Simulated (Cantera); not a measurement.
Input: 1 mol SiF4, 0.055 mol C2H2, 260 mol H2, 0.0034 mol C3H8, at 1225 °C and 0.133 bar.

Method: chemical equilibrium by Gibbs-energy minimisation in Cantera with the NASA 1993 tables (ideal gas, pure condensed phases). Candidate condensed phases: C, C6H6, C7H8, C8H18, Si, SiC; 113 gas species. The tables' values for SiF3, SiF2 are old estimates; treat these amounts as uncertain. Kinetics and transport are ignored.

Base state: H2 0.994, HF 0.00291, SiF4 0.00225, SiF3 0.000664, SiHF3 0.000371, SiF2 0.000112, CH4 6.00e-5, H 4.69e-5 (mole fractions); condensed: SiC(s).

**Question.** What changes in the equilibrium state with this change: C2H2 from 0.055 to 1.4 mol?

**Answer.** 
```csv
species,before,after
H2,0.994,0.992
HF,0.00291,0.00446
SiF4,0.00225,0.00217
CH4,6.00e-5,0.000341
SiH2F2,2.79e-5,1.15e-5
SiF2,0.000112,4.60e-5
"SiC(s), mol",0.104,0.242
"C(graphite), mol",0,2.47
```
